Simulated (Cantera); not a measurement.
A closed system holds: 1 mol CH₃Cl, 0.17 mol HCl.

Equilibrium computed with Cantera from the NASA thermochemical tables; the gas is ideal and each condensed phase is pure. Candidate condensed phases: C, C₆H₆, C₇H₈, C₈H₁₈; 91 gas species. The numbers say what is thermodynamically allowed, not how fast it happens.

Problem. What condenses at these points (T in K, P in Pa): (2898, 170); (2098, 170); (2898, 13); (898, 28000); (1898, 2200)?

Solution. 
```tsv
T (K)	P in Pa	condensed phases	C condensed (%)
2898	170	C	5.2
2098	170	C	99.7
2898	13	gas only	0.0
898	28000	C	96.4
1898	2200	C	99.9
```
